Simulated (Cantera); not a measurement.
Feed: 1 mol SiO₂, 0.034 mol C, 0.014 mol H₂, held at 27.0 Pa.

These are equilibrium values from Cantera (NASA tables, ideal gas, pure condensed phases), not measurements of a reactor. Candidate condensed phases: C, C₆H₆, C₇H₈, C₈H₁₈, H₂O, Si, SiC, SiO₂; 123 gas species. The tables hold silica as quartz up to 1696 K and as liquid above; real silica turns to tridymite and cristobalite and melts near 1996 K. Equilibrium is a limit: real reactors are often held back by kinetics, nucleation or transport.

Which condensed phases are stable at each of these points (T (K)): 1550, 1625, 1700, 1775, 1850, 1925, 2000, 2075?


```tsv
T (K)	condensed phases	Si condensed (%)
1550	SiO₂(β-quartz)	96.6
1625	SiO₂(β-quartz)	96.6
1700	SiO₂(condensed)	96.6
1775	SiO₂(condensed)	96.6
1850	SiO₂(condensed)	96.5
1925	SiO₂(condensed)	96.3
2000	SiO₂(l)	95.7
2075	SiO₂(l)	94.8
```

From 1550 K to 1625 K the condensed part is SiO₂(β-quartz). From 1700 K to 1925 K the condensed part is SiO₂(condensed). From 2000 K to 2075 K the condensed part is SiO₂(l).
